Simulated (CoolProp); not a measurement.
Cyclopentane along the isotherm 550 K: density (kg/m³) from the reference equation and from simpler models built on Tc = 511.7 K, pc = 4.583 MPa, ω = 0.202; each cubic takes its own stable root.

Computed with CoolProp (reference Helmholtz-energy equation of state, Gedanitz 2015).

```
p (MPa)          phase  reference
-------  -------------  ---------
2.08               gas      36.92
4.17               gas      91.69
6.25     supercritical      202.0
8.33     supercritical      357.1
10.4     supercritical      416.7
12.5     supercritical      447.5
14.6     supercritical      468.4
16.7     supercritical      484.2
18.7     supercritical      496.5
20.8     supercritical      507.6
22.9     supercritical      517.2
```

### Question
How far does each simpler model (Soave-Redlich-Kwong, Peng-Robinson) lie from the reference over these 11 states: mean and median of the absolute difference, and the worst?

### Answer
- Soave-Redlich-Kwong: mean 7.6 %, median 7.3 %, worst -14.1 % at 550 K and 8.33 MPa
- Peng-Robinson: mean 2.7 %, median 2.4 %, worst -7.0 % at 550 K and 8.33 MPa
